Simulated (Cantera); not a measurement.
A closed system holds: 1 mol SiHCl3, 3.2 mol N2, 1.8 mol H2, 8 mol NH3, equilibrated at 1775 K and 16.0 Pa.

Cantera equilibrium calculation (NASA polynomials, part measured and part estimated; ideal gas, pure solids and liquids). Candidate condensed phases: NH4Cl, Si, Si3N4; 28 gas species. The tables' values for SiCl, SiN, SiCl3 are old estimates; treat these amounts as uncertain. Gases not in the tables: Si2H6 and higher silanes. Equilibrium is a limit: real reactors are often held back by kinetics, nucleation or transport.

Base state: H2 0.563, N2 0.306, HCl 0.0700, SiCl2 0.0270, H 0.0172, Si 0.0133, Cl 0.00164, SiCl 0.00158 (mole fractions); condensed: gas only.

What changes in the equilibrium state with this change: temperature from 1775 K to 1973.15 K?


```
species   before    after
-------  -------  -------
H2         0.563    0.491
N2         0.306    0.290
HCl       0.0700   0.0941
H         0.0172   0.0748
Cl       0.00164   0.0107
SiCl2     0.0270  0.00701
Si        0.0133   0.0310
Si3      1.68e-5  1.61e-6
SiCl3    1.80e-5  3.01e-6
Si2N     7.10e-5  1.24e-5
```
The tables' values for SiCl, SiN are old estimates; treat these amounts as uncertain.
